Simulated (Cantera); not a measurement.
What does this Cantera script print?

```python
import numpy as np
import cantera as ct

gas_names = """
    AL ALH ALO ALOH ALO2 ALO2H AL2 AL2O AL2O2 H HALO HO2 H2 H2O H2O2 O OH O2 O3
""".split()
cond_names = """
    AL(cr) AL(L) AL2O3(a) AL2O3(L) H2O(s) H2O(L)
""".split()


def load(file, names, dense=False):
    # The tables refer to 1 bar. Condensed volumes are neglected.
    table = {s.name: s for s in ct.Species.list_from_file(file)}
    out = []
    for n in names:
        d = dict(table[n].input_data)
        d["thermo"] = dict(d["thermo"], **{"reference-pressure": 1e5})
        if dense:
            d["equation-of-state"] = {"model": "constant-volume", "density": "1e6 g/cm^3"}
        out.append(ct.Species.from_dict(d))
    return out


gas = ct.Solution(thermo="ideal-gas", species=load("nasa_gas.yaml", gas_names))
cond = {s.name: ct.Solution(thermo="fixed-stoichiometry", species=[s], name=s.name)
        for s in load("nasa_condensed.yaml", cond_names, dense=True)}
atoms = {
    'Al2O3': {'AL': 2, 'O': 3},
    'H2': {'H': 2},
}
top_T = {}  # K; cautious upper limits of use, not melting points


def equilibrate(T, P, feed):
    n = {}
    for name, mol in feed.items():
        for a, k in atoms[name].items():
            n[a] = n.get(a, 0.0) + k * mol
    gas.TPX = T, P, n
    mass = sum(n.values()) * gas.mean_molecular_weight
    gas.equilibrate("TP")
    valid = [c for c in cond.values() if c.min_temp <= T <= top_T.get(c.name, c.max_temp)]
    mix = ct.Mixture([(gas, mass / gas.mean_molecular_weight)] + [(c, 0.0) for c in valid])
    mix.T, mix.P = T, P
    mix.equilibrate("TP", solver="vcs", rtol=1e-11, max_steps=5000)
    return mix


results = []
feed = {'Al2O3': 1, 'H2': 0.14}  # mol
P = 100000  # Pa
for T in [2675, 2700, 2725, 2750, 2775, 2800, 2825, 2850, 2875, 2900, 2925, 2950]:
    mix = equilibrate(T, P, feed)
    results.append((T, P, feed, dict(zip(mix.species_names, mix.species_moles))))

top = {s: max(r[3][s] / sum(r[3][g] for g in gas_names) for r in results) for s in gas_names}
cols = sorted((s for s in top if top[s] > 0.001), key=lambda s: -top[s])[:6]
seen = [c for c in cond_names if any(r[3].get(c, 0) > 1e-12 for r in results)]
print("log10 of partial pressures in bar; condensed amounts in mol")
print(f"{'T/K':>10s}" + "".join(f"{s[:9]:>10s}" for s in cols + seen))
for T, P, feed, n in results:
    ng = sum(n[g] for g in gas_names)
    print(f"{T:10.4g}" + "".join(f"{np.log10(max(n[s] / ng * P / 1e5, 1e-99)):10.3f}" for s in cols)
          + "".join(f"{n.get(c, 0):10.4g}" for c in seen))
```

Result:

```
log10 of partial pressures in bar; condensed amounts in mol
       T/K        H2         H       H2O        AL      AL2O      ALOH  AL2O3(L)
      2675    -0.029    -1.302    -2.044    -2.555    -2.677    -3.155    0.9994
      2700    -0.032    -1.262    -1.997    -2.506    -2.629    -3.105    0.9993
      2725    -0.036    -1.223    -1.951    -2.459    -2.582    -3.057    0.9993
      2750    -0.039    -1.185    -1.906    -2.412    -2.537    -3.010    0.9992
      2775    -0.043    -1.147    -1.862    -2.367    -2.492    -2.964    0.9991
      2800    -0.047    -1.111    -1.820    -2.322    -2.449    -2.919     0.999
      2825    -0.052    -1.075    -1.778    -2.279    -2.407    -2.876    0.9989
      2850    -0.057    -1.040    -1.738    -2.236    -2.366    -2.833    0.9987
      2875    -0.062    -1.006    -1.699    -2.195    -2.326    -2.792    0.9986
      2900    -0.068    -0.973    -1.661    -2.154    -2.288    -2.752    0.9985
      2925    -0.074    -0.941    -1.624    -2.115    -2.250    -2.713    0.9983
      2950    -0.080    -0.910    -1.589    -2.076    -2.213    -2.676    0.9981
```

Method: chemical equilibrium by Gibbs-energy minimisation in Cantera with the NASA 1993 tables (ideal gas, pure condensed phases). The tables' values for AlOH are old estimates; treat these amounts as uncertain. Gases not in the tables: Al(OH)3.
